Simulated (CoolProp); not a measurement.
Properties of isohexane along the isobar 101 kPa (Tc = 497.7 K, pc = 3043 kPa, ω = 0.280).

Computed with CoolProp (reference Helmholtz-energy equation of state, Lemmon 2006). It is a short technical equation, of lower accuracy than the large ones.

```
T (K)   phase  density (kg/m³)  cv (kJ/(kg K))  isothermal compressibility (1/MPa)  expansivity (1/kK)  fugacity coefficient
-----  ------  ---------------  --------------  ----------------------------------  ------------------  --------------------
195.7  liquid            738.3           1.354                           0.0007678               1.173             0.0002520
205.6  liquid            729.8      (withheld)                           0.0008289               1.182             0.0007150
215.6  liquid            721.2           1.415                           0.0008964               1.194              0.001832
225.5  liquid            712.6           1.448                           0.0009696               1.208              0.004227
235.5  liquid            704.0           1.484                            0.001051               1.226              0.009046
245.4  liquid            695.5           1.520                            0.001140               1.247               0.01788
255.4  liquid       (withheld)           1.558                          (withheld)               1.271               0.03338
265.4  liquid            678.0           1.597                            0.001351               1.298               0.05892
275.3  liquid            669.2           1.637                            0.001475               1.329               0.09847
285.3  liquid            660.3           1.677                            0.001615               1.364                0.1583
295.2  liquid            651.3           1.717                            0.001773               1.404                0.2437
305.2  liquid            642.1           1.759                            0.001954               1.449                0.3637
315.1  liquid            632.8           1.800                            0.002160               1.500                0.5240
325.1  liquid            623.2           1.841                            0.002402               1.558                0.7366
335       gas            3.280           1.755                               10.42               3.549                0.9548
345       gas            3.169           1.799                               10.36               3.379                0.9593
```

**Question.** What belongs in the gaps?

**Answer.** 
- 205.6, cv (kJ/(kg K)): 1.383
- 255.4, density (kg/m³): 686.8
- 255.4, isothermal compressibility (1/MPa): 0.001240
